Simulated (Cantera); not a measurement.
Cantera run:

```python
import numpy as np
import cantera as ct

gas_names = [...]  # 151 gases of nasa_gas.yaml made of C, H, N, O, Si
cond_names = """
    C(gr) C6H6(L) C7H8(L) C8H18(L),n-octa H2O(s) H2O(L) Si(cr) Si(L) SiC(b) SiO2(Lqz) SiO2(hqz) SiO2(L)
    Si2N2O(s) Si3N4(a)
""".split()


# ... load() reads the species with a 1 bar reference pressure and builds the phases ...
atoms = {
    'SiC': {'Si': 1, 'C': 1},
    'H2O': {'H': 2, 'O': 1},
    'N2': {'N': 2},
}
top_T = {'C(gr)': 4500, 'SiC(b)': 3050, 'Si2N2O(s)': 2100, 'Si3N4(a)': 2400}  # K; cautious upper limits of use, not melting points


# ... equilibrate(T, P, feed) seeds the gas with the atoms and calls Mixture.equilibrate('TP', solver="vcs", rtol=1e-11, max_steps=5000) ...
results = []
T = 2123  # K
P = 1.9  # Pa
for m in [34, 110, 180, 260, 340, 410, 490, 560, 640, 710]:
    feed = {'SiC': 1, 'H2O': 0.58, 'N2': m}  # mol
    mix = equilibrate(T, P, feed)
    results.append((T, P, feed, dict(zip(mix.species_names, mix.species_moles))))
    x = sorted(zip(gas.X, gas.species_names), reverse=True)
    print(f"T = {T:g} K  P = {P:g} Pa  n(N2) = {m:g} mol  gas = {mix.phase_moles(0):.4g} mol")
    print("   x: " + "  ".join(f"{s} {v:.3e}" for v, s in x if v > 1e-05))
    print("   condensed (mol): " + ("  ".join(f"{mix.phase(i).name} {mix.phase_moles(i):.4g}"
          for i in range(1, mix.n_phases) if mix.phase_moles(i) > 1e-12) or "none"))
```

Result:

```
T = 2123 K  P = 1.9 Pa  n(N2) = 34 mol  gas = 36.69 mol
   x: N2 9.259e-01  H 2.840e-02  Si 2.535e-02  CO 1.580e-02  SiC2 1.797e-03  H2 1.191e-03  HCN 7.723e-04  CN 5.650e-04  HNC 5.414e-05  Si2C 3.806e-05  C3 2.522e-05  SiN 2.100e-05  C 1.944e-05
   condensed (mol): C(gr) 0.2316
T = 2123 K  P = 1.9 Pa  n(N2) = 110 mol  gas = 112.7 mol
   x: N2 9.752e-01  H 9.719e-03  Si 8.267e-03  CO 5.144e-03  SiC2 5.861e-04  CN 5.799e-04  HCN 2.712e-04  H2 1.394e-04  C3 2.522e-05  C 1.944e-05  HNC 1.901e-05
   condensed (mol): C(gr) 0.1767
T = 2123 K  P = 1.9 Pa  n(N2) = 180 mol  gas = 182.8 mol
   x: N2 9.844e-01  H 6.056e-03  Si 5.101e-03  CO 3.173e-03  CN 5.826e-04  SiC2 3.617e-04  HCN 1.698e-04  H2 5.414e-05  C3 2.522e-05  C 1.944e-05  HNC 1.190e-05
   condensed (mol): C(gr) 0.1275
T = 2123 K  P = 1.9 Pa  n(N2) = 260 mol  gas = 262.8 mol
   x: N2 9.890e-01  H 4.233e-03  Si 3.549e-03  CO 2.207e-03  CN 5.839e-04  SiC2 2.516e-04  HCN 1.190e-04  H2 2.646e-05  C3 2.522e-05  C 1.944e-05
   condensed (mol): C(gr) 0.07153
T = 2123 K  P = 1.9 Pa  n(N2) = 340 mol  gas = 342.8 mol
   x: N2 9.914e-01  H 3.254e-03  Si 2.721e-03  CO 1.692e-03  CN 5.846e-04  SiC2 1.929e-04  HCN 9.156e-05  C3 2.522e-05  C 1.944e-05  H2 1.563e-05
   condensed (mol): C(gr) 0.01561
T = 2123 K  P = 1.9 Pa  n(N2) = 410 mol  gas = 412.9 mol
   x: N2 9.928e-01  H 2.711e-03  Si 2.275e-03  CO 1.405e-03  CN 5.540e-04  SiC2 1.446e-04  HCN 7.226e-05  C3 2.141e-05  C 1.840e-05  H2 1.085e-05
   condensed (mol): none
T = 2123 K  P = 1.9 Pa  n(N2) = 490 mol  gas = 492.9 mol
   x: N2 9.939e-01  H 2.278e-03  Si 1.924e-03  CO 1.177e-03  CN 5.084e-04  SiC2 1.029e-04  HCN 5.575e-05  C 1.688e-05  C3 1.652e-05
   condensed (mol): none
T = 2123 K  P = 1.9 Pa  n(N2) = 560 mol  gas = 562.9 mol
   x: N2 9.946e-01  H 2.000e-03  Si 1.696e-03  CO 1.030e-03  CN 4.738e-04  SiC2 7.873e-05  HCN 4.561e-05  C 1.573e-05  C3 1.336e-05
   condensed (mol): none
T = 2123 K  P = 1.9 Pa  n(N2) = 640 mol  gas = 642.9 mol
   x: N2 9.953e-01  H 1.756e-03  Si 1.494e-03  CO 9.022e-04  CN 4.392e-04  SiC2 5.957e-05  HCN 3.711e-05  C 1.457e-05  C3 1.063e-05
   condensed (mol): none
T = 2123 K  P = 1.9 Pa  n(N2) = 710 mol  gas = 712.9 mol
   x: N2 9.957e-01  H 1.586e-03  Si 1.354e-03  CO 8.136e-04  CN 4.125e-04  SiC2 4.758e-05  HCN 3.149e-05  C 1.368e-05
   condensed (mol): none
```

Method: chemical equilibrium by Gibbs-energy minimisation in Cantera with the NASA 1993 tables (ideal gas, pure condensed phases). The tables' values for SiN are old estimates; treat these amounts as uncertain.
